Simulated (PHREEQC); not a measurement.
Dissolve 0.0022 mol/kgw HF, 0.00022 mol/kgw H2SiF6, 0.00017 mol/kgw HBF4 and 0.014 mol/kgw HNO3 at 25 °C. Closed to the air; pH follows from the charge balance.

All values are PHREEQC results (ion-association model, phreeqc.dat), not measurements.

```tsv
quantity	before	after
pH	1.89	1.89
ionic strength (mol/kgw)	0.0146	0.0142
HF (mol/kgw)	0.00312	0.00262
F- (mol/kgw)	0.000181	0.000155
HF2- (mol/kgw)	2.17e-6	1.56e-6
```

Problem. Which change was made?
(A) H2SiF6 left out
(B) diluted 100-fold with water
(C) HNO3 from 0.014 to 0.0028 mol/kgw
(D) temperature from 25 to 85 °C

Solution. A, H2SiF6 left out

No solid was allowed to form. SiF6-2 is the database's only silicon fluoride. Real BF4- forms and hydrolyses slowly; the run takes it at equilibrium.
